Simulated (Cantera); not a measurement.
A perfectly stirred reactor is fed with CH₃OH : O₂ : N₂ = 1 : 1.85 : 6.96 (molar parts), equivalence ratio 0.81, at 2.10 bar; it is adiabatic with a 475 K inlet, and is followed from long to short residence time, starting on the burning branch (τ in s: 0.024, 0.01, 0.0045, 0.0019, 0.00084, 0.00037, 0.00016, 6.9e-05, 3e-05).

Cantera simulation using GRI-Mech 3.0 (53 species, 325 reactions); the numbers are that mechanism's predictions, not measurements. GRI-Mech 3.0 was tuned for natural gas; its chemistry of methanol as a main component is partial and can be far from experiment.

x: mole fraction; the columns are a selection and need not sum to one.

```tsv
τ (s)	T (K)	x CH₃OH	x O₂	x CH₂	x H₂O	x HO₂
0.024	2148	2.44e-6	0.0344	…	0.190	2.77e-6
0.010	2135	4.90e-6	0.0349	…	0.190	3.52e-6
0.0045	2115	8.78e-6	0.0358	…	0.188	4.92e-6
0.0019	2082	1.60e-5	0.0371	…	0.186	7.79e-6
0.00084	2040	2.81e-5	0.0389	…	0.183	1.27e-5
0.00037	1985	5.12e-5	0.0413	…	0.180	2.11e-5
0.00016	1918	0.000102	0.0448	…	0.177	3.70e-5
6.9e-5	1833	0.000243	0.0506	…	0.173	7.50e-5
3.0e-5	475	0.102	0.189	<1e-12	<1e-12	<1e-12
```

What belongs in the gaps?


- 0.024, x CH₂: 1.94e-8
- 0.010, x CH₂: 3.42e-8
- 0.0045, x CH₂: 5.37e-8
- 0.0019, x CH₂: 9.26e-8
- 0.00084, x CH₂: 1.83e-7
- 0.00037, x CH₂: 4.16e-7
- 0.00016, x CH₂: 1.00e-6
- 6.9e-5, x CH₂: 2.35e-6
